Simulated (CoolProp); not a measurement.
A single-stage vapour-compression cycle with fluoroethane (R161): evaporating at 276.15 K (dew point), condensing at 339.15 K (bubble point), superheat 0 K, subcooling 5 K, compressor efficiency 0.65, no pressure losses. Each further row changes one setting.

Values from CoolProp's reference Helmholtz-energy equation of state, Wu 2012.

```json
[
 {"case": "as stated", "cooling COP": "2.07", "pressure ratio": "5.12", "discharge temperature (K)": "381.8", "refrigerating effect (kJ/kg)": "238", "volumetric capacity (kJ/m³)": "2680"},
 {"case": "evaporating temperature 281.15 K", "cooling COP": "2.34", "pressure ratio": "?", "discharge temperature (K)": "?", "refrigerating effect (kJ/kg)": "242", "volumetric capacity (kJ/m³)": "3170"},
 {"case": "condensing temperature 334.15 K", "cooling COP": "2.34", "pressure ratio": "?", "discharge temperature (K)": "374.7", "refrigerating effect (kJ/kg)": "251", "volumetric capacity (kJ/m³)": "2830"},
 {"case": "subcooling 10 K", "cooling COP": "?", "pressure ratio": "5.12", "discharge temperature (K)": "381.8", "refrigerating effect (kJ/kg)": "251", "volumetric capacity (kJ/m³)": "2830"},
 {"case": "superheat 10 K", "cooling COP": "2.07", "pressure ratio": "5.12", "discharge temperature (K)": "?", "refrigerating effect (kJ/kg)": "251", "volumetric capacity (kJ/m³)": "2690"},
 {"case": "compressor efficiency 0.55", "cooling COP": "?", "pressure ratio": "5.12", "discharge temperature (K)": "?", "refrigerating effect (kJ/kg)": "238", "volumetric capacity (kJ/m³)": "2680"}
]
```

Question: What belongs in the gaps?

Answer: 
- evaporating temperature 281.15 K, pressure ratio: 4.37
- evaporating temperature 281.15 K, discharge temperature (K): 377.3
- condensing temperature 334.15 K, pressure ratio: 4.60
- subcooling 10 K, cooling COP: 2.18
- superheat 10 K, discharge temperature (K): 392.3
- compressor efficiency 0.55, cooling COP: 1.75
- compressor efficiency 0.55, discharge temperature (K): 393.1
